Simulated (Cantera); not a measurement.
## Chlorosilane synthesis and conversion: SiCl₄ + HCl + H₂

Feed: 1 mol SiCl₄, 0.5 mol HCl, 1 mol H₂, at 1800 Torr.

Cantera equilibrium calculation (NASA polynomials, part measured and part estimated; ideal gas, pure solids and liquids). Candidate condensed phases: Si; 19 gas species. The tables' values for SiCl₃ are old estimates; treat these amounts as uncertain. Equilibrium is a limit: real reactors are often held back by kinetics, nucleation or transport.

From 250 °C to 1050 °C nothing is condensed. The main Si-bearing gas is SiCl₄ throughout.

```csv
T (°C),x H₂,x SiCl₄,x HCl,x SiHCl₃,x SiCl₃,x SiCl₂,x SiH₂Cl₂
250,0.400,0.400,0.200,2.71e-6,<1e-12,<1e-12,<1e-12
350,0.400,0.400,0.200,3.70e-5,2.66e-10,<1e-12,1.84e-10
450,0.400,0.400,0.200,0.000239,3.02e-8,<1e-12,9.86e-9
550,0.399,0.399,0.201,0.000956,1.06e-6,2.54e-10,1.93e-7
650,0.397,0.397,0.203,0.00277,1.69e-5,2.89e-8,1.90e-6
750,0.394,0.393,0.207,0.00635,0.000152,1.23e-6,1.13e-5
850,0.387,0.387,0.213,0.0121,0.000887,2.53e-5,4.60e-5
950,0.377,0.375,0.224,0.0195,0.00370,0.000290,0.000136
1050,0.362,0.356,0.242,0.0270,0.0115,0.00202,0.000294
```
x: gas mole fraction; nothing condenses.
